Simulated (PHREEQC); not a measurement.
Synthetic water in mg/L, 70 °C, pH 6.5, pe 9.2:

```tsv
constituent	mg/L
Na	5.38
K	0.228
Ca	2.66
Mg	0.276
Cl	8.48
S(6) as SO4	4.69
Alkalinity as HCO3	3.59
Cd	0.933
```

Valence states are taken as typed.

All values are PHREEQC results (ion-association model, wateq4f.dat), not measurements.

```
Item                             Value
--------------------  ----------------
ionic strength        0.000534 mol/kgw
charge-balance error             2.0 %
```

| species | molality | activity | log γ |
|---|---|---|---|
| Cl- | 0.000239 | 0.000232 | -0.013 |
| Na+ | 0.000234 | 0.000227 | -0.012 |
| Ca+2 | 6.56e-5 | 5.85e-5 | -0.050 |
| HCO3- | 5.85e-5 | 5.68e-5 | -0.012 |
| SO4-2 | 4.77e-5 | 4.25e-5 | -0.050 |
| CO2 | 3.66e-5 | 3.66e-5 | 0.000 |
| Mg+2 | 1.11e-5 | 9.88e-6 | -0.049 |
| Cd+2 | 7.96e-6 | 7.09e-6 | -0.050 |
| K+ | 5.83e-6 | 5.66e-6 | -0.013 |
| CaSO4 | 7.15e-7 | 7.15e-7 | 0.000 |
| OH- | 5.02e-7 | 4.87e-7 | -0.013 |
| H+ | 3.25e-7 | 3.16e-7 | -0.012 |
| MgSO4 | 2.70e-7 | 2.70e-7 | 0.000 |
| CdCl+ | 1.84e-7 | 1.79e-7 | -0.013 |
| CdSO4 | 1.10e-7 | 1.10e-7 | 0.000 |
| NaSO4- | 6.39e-8 | 6.21e-8 | -0.012 |

No solid was allowed to form. Species that the database lacks are ignored. At this temperature some constants are extrapolated from 25 °C, and those without enthalpy data are left unchanged.
